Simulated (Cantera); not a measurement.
Input (Python, Cantera):

```python
import numpy as np
import cantera as ct

gas = ct.Solution("gri30.yaml")
gas.TPX = 700, 101325, {'CO': 1, 'H2': 0.057, 'O2': 0.378, 'N2': 1.25}
flame = ct.FreeFlame(gas, width=0.04)
flame.set_refine_criteria(ratio=3, slope=0.08, curve=0.16)
flame.transport_model = "mixture-averaged"
flame.solve(loglevel=0, auto=True)
flame.transport_model = "multicomponent"
flame.soret_enabled = False
flame.solve(loglevel=0, refine_grid=True)
z, T = flame.grid, flame.T
thick = (T[-1] - T[0]) / np.gradient(T, z).max()
show = ['CO', 'H2', 'O2', 'O', 'H', 'HO2']
print(f"laminar burning velocity  {flame.velocity[0] * 100:.3f} cm/s")
print(f"burnt temperature         {T[-1]:.1f} K")
print(f"thermal thickness         {thick * 1e3:.4f} mm")
print(f"grid points               {len(z)}")
z0 = z[flame.heat_release_rate.argmax()]
print(f"{'z/mm':>9s}{'T/K':>9s}{'u/(m/s)':>9s}" + "".join(f"{s:>11s}" for s in show))
rows = []
for k in (-3, -2, -1.5, -1, -0.5, -0.25, 0, 0.25, 0.5, 1, 2, 4, 8):
    zz = z0 + k * thick
    rows.append([k * thick, np.interp(zz, z, T), np.interp(zz, z, flame.velocity),
                 *(np.interp(zz, z, flame.X[gas.species_index(s)]) for s in show)])
    print(f"{rows[-1][0] * 1e3:9.3f}{rows[-1][1]:9.1f}{rows[-1][2]:9.3f}" + "".join(f"{x:11.3e}" for x in rows[-1][3:]))
```

Output:

```
laminar burning velocity  260.270 cm/s
burnt temperature         2609.1 K
thermal thickness         0.9198 mm
grid points               148
     z/mm      T/K  u/(m/s)         CO         H2         O2          O          H        HO2
   -2.759    700.0    2.603  3.724e-01  2.123e-02  1.408e-01  1.714e-13  2.201e-14  1.113e-10
   -1.840    700.0    2.603  3.724e-01  2.123e-02  1.408e-01  4.667e-13  7.200e-14  3.375e-10
   -1.380    700.0    2.603  3.724e-01  2.122e-02  1.408e-01  7.406e-12  9.097e-13  2.428e-09
   -0.920    700.0    2.603  3.725e-01  2.117e-02  1.408e-01  8.054e-10  1.581e-10  9.472e-08
   -0.460    702.2    2.609  3.727e-01  2.046e-02  1.408e-01  1.262e-06  4.035e-06  5.053e-05
   -0.230    809.0    2.992  3.678e-01  1.719e-02  1.371e-01  2.068e-04  6.538e-04  1.526e-04
    0.000   1239.6    4.505  3.247e-01  6.466e-03  1.059e-01  8.763e-03  8.545e-03  4.342e-05
    0.230   1586.7    5.618  2.588e-01  2.095e-03  6.211e-02  2.435e-02  1.621e-02  1.440e-05
    0.460   1771.8    6.163  2.267e-01  2.181e-03  4.501e-02  2.623e-02  1.742e-02  8.026e-06
    0.920   1956.7    6.708  2.117e-01  2.462e-03  3.817e-02  2.129e-02  1.365e-02  5.113e-06
    1.840   2140.0    7.240  2.014e-01  2.469e-03  3.370e-02  1.492e-02  8.801e-03  3.160e-06
    3.679   2313.2    7.725  1.883e-01  2.275e-03  2.782e-02  9.702e-03  5.383e-03  1.834e-06
    7.358   2464.1    8.132  1.743e-01  2.030e-03  2.123e-02  5.949e-03  3.270e-03  1.236e-06
```

Cantera simulation using GRI-Mech 3.0 (53 species, 325 reactions); the numbers are that mechanism's predictions, not measurements. Burning velocities carry a grid error of a few per cent, more on coarse grids.
